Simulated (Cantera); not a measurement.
Feed: 1 mol Al(CH3)3, 13 mol N2O, a varied amount of H2, at 800 K and 22.0 Pa.

Equilibrium computed with Cantera from the NASA thermochemical tables; the gas is ideal and each condensed phase is pure. Candidate condensed phases: Al, AlN, Al2O3, C, C6H6, C7H8, C8H18, H2O; 148 gas species. The feed counts by its element totals alone. Equilibrium is a limit: real reactors are often held back by kinetics, nucleation or transport.

x: gas mole fraction; n: condensed amount in mol.

| n(H2) (mol) | x H2 | x N2 | x H2O | x CO2 | x CO | x CH4 | n Al2O3(s) |
|---|---|---|---|---|---|---|---|
| 28 | 0.528 | 0.268 | 0.142 | 0.0329 | 0.0289 | 4.55e-8 | 0.500 |
| 63 | 0.719 | 0.156 | 0.0894 | 0.0124 | 0.0236 | 1.49e-7 | 0.500 |
| 98 | 0.800 | 0.110 | 0.0652 | 0.00648 | 0.0188 | 2.25e-7 | 0.500 |
| 130 | 0.841 | … | … | … | … | … | 0.500 |
| 170 | 0.874 | 0.0682 | 0.0420 | 0.00265 | 0.0131 | 3.17e-7 | 0.500 |
| 200 | 0.891 | … | … | … | … | 3.42e-7 | 0.500 |
| 240 | 0.907 | 0.0499 | 0.0312 | 0.00146 | 0.0101 | 3.67e-7 | 0.500 |
| 270 | 0.917 | 0.0448 | 0.0281 | 0.00118 | 0.00914 | 3.82e-7 | 0.500 |
| 310 | 0.927 | 0.0393 | 0.0248 | 0.000921 | 0.00816 | 3.99e-7 | 0.500 |
| 340 | 0.933 | 0.0361 | 0.0228 | 0.000778 | 0.00754 | 4.09e-7 | 0.500 |
| 380 | 0.939 | 0.0325 | 0.0206 | 0.000634 | 0.00686 | 4.20e-7 | 0.500 |

Task: Fill in the missing entries.

Result: 
- 200, x N2: 0.0590
- 200, x H2O: 0.0365
- 200, x CO2: 0.00201
- 200, x CO: 0.0116
- 130, x N2: 0.0864
- 130, x H2O: 0.0523
- 130, x CO2: 0.00414
- 130, x CO: 0.0158
- 130, x CH4: 2.74e-7
